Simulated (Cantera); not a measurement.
An isothermal, constant-pressure homogeneous reactor starts with CH4 : N2 = 1 : 3.2 (molar parts), at 1975 K and 2670 Pa.

Model: GRI-Mech 3.0 (53 species, 325 reactions), integrated in Cantera. GRI-Mech 3.0 stops at C3 and has no aromatics, soot or wall deposition, so with more carbon than oxygen in the feed, carbon stays in small species such as C2H2 where larger ones or solid carbon would form. Radical loss at walls, strong at low pressure, is not modelled.

Problem. Predict: x(CH4) at 5.00 s; x(H2) at 5.00 s; x(HCN) at 5.00 s; x(C2H2) at 5.00 s.

Solution. 
| Property | Result |
|---|---|
| x(CH4) at 5.00 s | 1.46e-5 (gas-phase equilibrium 1.50e-5) |
| x(H2) at 5.00 s | 0.286 (gas-phase equilibrium 0.286) |
| x(HCN) at 5.00 s | 0.000206 (gas-phase equilibrium 0.106) |
| x(C2H2) at 5.00 s | 0.0958 (gas-phase equilibrium 0.0431) |
